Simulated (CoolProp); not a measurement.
C3F8 (R218) at 393.34 K and 5.28 MPa flows at 0.12 m/s in a round tube of 6 mm bore and 45 µm roughness, fully developed (64/Re and Nu = 3.66 if laminar; Colebrook and Gnielinski if turbulent). Each further row changes one setting.

Model: reference Helmholtz-energy equation of state, Lemmon 2006, in CoolProp. It is a short technical equation, of lower accuracy than the large ones.

```
case               Reynolds number  Darcy friction factor  pressure drop (Pa/m)  heat-transfer coefficient (W/(m² K))  mass flow (kg/h)
-----------------  ---------------  ---------------------  --------------------  ------------------------------------  ----------------
as stated                    11500                    ___                   ___                                   350               ___
velocity 0.24 m/s            22900                 0.0374                   105                                   ___               ___
diameter 12 mm               22900                    ___                   ___                                   304               ___
```

Task: What belongs in the gaps?

Result: 
- as stated, Darcy friction factor: 0.0398
- as stated, pressure drop (Pa/m): 28.1
- as stated, mass flow (kg/h): 7.17
- velocity 0.24 m/s, heat-transfer coefficient (W/(m² K)): 694
- velocity 0.24 m/s, mass flow (kg/h): 14.3
- diameter 12 mm, Darcy friction factor: 0.0321
- diameter 12 mm, pressure drop (Pa/m): 11.3
- diameter 12 mm, mass flow (kg/h): 28.7

Viscosity comes from a separate model (Huber 2003), an estimate that may be off by 10 % or more. Thermal conductivity comes from a separate model (Huber 2003), an estimate that may be off by 10 % or more.
